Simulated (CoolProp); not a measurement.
Properties of n-octane at several states (Tc = 568.7 K, pc = 2.484 MPa, ω = 0.398).

The numbers come from the reference Helmholtz-energy equation of state, Beckmüller 2019 in CoolProp.

| T (K) | p (MPa) | phase | Z | cp (kJ/(kg K)) | Joule-Thomson coefficient (K/MPa) | isothermal compressibility (1/MPa) | fugacity coefficient |
|---|---|---|---|---|---|---|---|
| 459.1 | 4.9 | liquid | 0.2602 | 2.894 | -0.1045 | (withheld) | 0.09477 |
| 343 | 6.57 | liquid | (withheld) | 2.386 | -0.3702 | (withheld) | (withheld) |
| 311 | 0.0252 | liquid | 0.001618 | 2.275 | (withheld) | (withheld) | (withheld) |

Q: Fill in the missing entries.

A: 
- 459.1, isothermal compressibility (1/MPa): 0.005373
- 343, Z: 0.3933
- 343, isothermal compressibility (1/MPa): 0.001672
- 343, fugacity coefficient: 0.003512
- 311, Joule-Thomson coefficient (K/MPa): -0.4022
- 311, isothermal compressibility (1/MPa): 0.001444
- 311, fugacity coefficient: 0.1473
